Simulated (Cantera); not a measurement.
A closed system holds: 1 mol Ta, 3.1 mol CO2, a varied amount of H2, at 1402 °C and 0.210 Torr.

Equilibrium computed with Cantera from the NASA thermochemical tables; the gas is ideal and each condensed phase is pure. Candidate condensed phases: C, C6H6, C7H8, C8H18, H2O, Ta, TaC, Ta2O5; 113 gas species. Kinetics and transport are ignored.

Q: At 310 mol H2, list the 4 most abundant gas species with their mole fractions, and the condensed phases.

A: H2 0.981, CO 0.00986, H 0.00687, H2O 0.00190. Condensed: Ta2O5(s).
